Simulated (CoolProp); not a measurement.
A single-stage vapour-compression cycle with the fluid: evaporating at 306.15 K (dew point), condensing at 375.15 K (bubble point), superheat 8 K, subcooling 8 K, compressor efficiency 0.8, no pressure losses. The same conditions are run with several fluids, on thermodynamics alone (safety and materials aside).

Model: reference Helmholtz-energy equation of state of each fluid (n-perfluoropentane: Gao 2022; R1336mzz(E): Akasaka 2023; R152A: Outcalt 1996; isobutane: Bücker 2006; cyclopentane: Gedanitz 2015; tetrahydrofuran: Fiedler 2023), in CoolProp.

| fluid | cooling COP | pressure ratio | discharge temperature (K) | refrigerating effect (kJ/kg) | volumetric capacity (kJ/m³) |
|---|---|---|---|---|---|
| n-perfluoropentane | 1.55 | 6.96 | 375.1 | 27.3 | … |
| R1336mzz(E) | 2.13 | … | 375.1 | 66.1 | 1150 |
| R152A | 2.27 | 4.85 | 404.7 | 153 | 3400 |
| isobutane | 2.25 | 4.69 | 378.3 | 167 | 1830 |
| cyclopentane | 2.92 | … | 389.1 | 288 | 454 |
| tetrahydrofuran | 3.03 | … | 402.7 | … | 284 |

Some entries are withheld; supply them.


- n-perfluoropentane, volumetric capacity (kJ/m³): 369
- R1336mzz(E), pressure ratio: 6.15
- cyclopentane, pressure ratio: 7.60
- tetrahydrofuran, pressure ratio: 9.43
- tetrahydrofuran, refrigerating effect (kJ/kg): 334

The compression ends wet for: n-perfluoropentane; R1336mzz(E).
